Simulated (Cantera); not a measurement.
Mixture: CH4 : O2 : N2 = 1 : 2.86 : 10.7 (molar parts), at 0.987 atm, adiabatic and at constant volume. Ignition delay is the time to a rise of 400 K.

Cantera simulation using GRI-Mech 3.0 (53 species, 325 reactions); the numbers are that mechanism's predictions, not measurements.

Task: Predict: delay at 1200 K; delay at 1350 K; delay at 1500 K; delay at 1650 K; apparent activation energy between 1575 and 1725 K.

Result: 
- delay at 1200 K: 36.4 ms
- delay at 1350 K: 5.00 ms
- delay at 1500 K: 0.982 ms
- delay at 1650 K: 0.278 ms
- apparent activation energy between 1575 and 1725 K: 170 kJ/mol
